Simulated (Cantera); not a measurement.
A closed system holds: 1 mol BF3, 9.7 mol NH3, 0.22 mol H2, equilibrated at 898.15 K and 3.50 mbar.

These are equilibrium values from Cantera (NASA tables, ideal gas, pure condensed phases), not measurements of a reactor. Candidate condensed phases: B, BN; 31 gas species. Kinetics and transport are ignored.

Q: What is the equilibrium state?

A: 
* **x(H2)**: 0.712
* **x(N2)**: 0.234
* **x(BF3)**: 0.0460
* **x(HF)**: 0.00761
* **x(BHF2)**: 4.37e-6
* **x(NH3)**: 1.25e-6
* **n(BN(s))**: 0.0523 mol
* **gas amount**: 20.62 mol
* **log10 activity of B(s) (absent)**: -8.44
